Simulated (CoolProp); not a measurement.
Vapour-liquid equilibrium of cyclohexane (1) + n-dodecane (2) at 11.1 kPa; x and y are mole fractions of (1).

Computed with CoolProp (multi-fluid Helmholtz-energy mixture model, Zhou 2014 and Lemmon 2004; pair parameters Bell 2016).

Give the bubble temperature and the first vapour's composition at x = 0.05, 0.35, 0.55. Is there an azeotrope?

x = 0.05: 107.5 °C, y = 0.752; x = 0.35: 48.1 °C, y = 0.994; x = 0.55: 35.8 °C, y = 0.998. No azeotrope shows between x = 0.05 and 0.95.

Pair parameters are fitted to limited data, so mixtures are less certain than the pure fluids.
